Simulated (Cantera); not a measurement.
A Cantera script and what it prints.

```python
import numpy as np
import cantera as ct

gas_names = """
    B BCL BCL2 BCL3 BO BOCL BO2 B2 B2O B2O2 B2O3 B3O3CL3 CL CLO CL2 O O2 O3
""".split()
cond_names = """
    B(b) B(L) B2O3(L)
""".split()


# ... load() reads the species with a 1 bar reference pressure and builds the phases ...
atoms = {
    'BCl3': {'B': 1, 'CL': 3},
    'O2': {'O': 2},
}
top_T = {}  # K; cautious upper limits of use, not melting points


# ... equilibrate(T, P, feed) seeds the gas with the atoms and calls Mixture.equilibrate('TP', solver="vcs", rtol=1e-11, max_steps=5000) ...
results = []
feed = {'BCl3': 1, 'O2': 2}  # mol
T = 2473  # K
P = 310  # Pa
mix = equilibrate(T, P, feed)
results.append((T, P, feed, dict(zip(mix.species_names, mix.species_moles))))
x = sorted(zip(gas.X, gas.species_names), reverse=True)
print(f"T = {T:g} K  P = {P:g} Pa  gas = {mix.phase_moles(0):.4g} mol")
print("   x: " + "  ".join(f"{s} {v:.3e}" for v, s in x if v > 0.0001))
print("   condensed (mol): " + ("  ".join(f"{mix.phase(i).name} {mix.phase_moles(i):.4g}"
      for i in range(1, mix.n_phases) if mix.phase_moles(i) > 1e-12) or "none"))
```

Result:

```
T = 2473 K  P = 310 Pa  gas = 5.174 mol
   x: CL 5.726e-01  O2 1.768e-01  O 9.566e-02  BO2 9.178e-02  B2O3 3.858e-02  BO 1.748e-02  BOCL 6.780e-03  CLO 1.510e-04
   condensed (mol): none
```

These are equilibrium values from Cantera (NASA tables, ideal gas, pure condensed phases), not measurements of a reactor. The tables' values for BOCl are old estimates; treat these amounts as uncertain.
